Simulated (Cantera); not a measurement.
## Ignition delay

Mixture: CO : H2 : CH4 : O2 : N2 = 1 : 0.12 : 0.51 : 2.36 : 8.87 (molar parts), equivalence ratio 0.67, at 20.7 atm, adiabatic and at constant pressure. Ignition delay is the time to a rise of 400 K.

Detailed kinetics in Cantera: GRI-Mech 3.0 (53 species, 325 reactions). The pressure lies above the range GRI-Mech 3.0 was tuned for (to about 10 atm).

```tsv
T0 (K)	delay (ms)
1050	4.45
1100	1.90
1150	0.900
1200	0.473
1250	0.271
1300	0.166
1350	0.106
1400	0.0705
```

```json
{
 "apparent activation energy between 1300 and 1400 K": "130 kJ/mol"
}
```
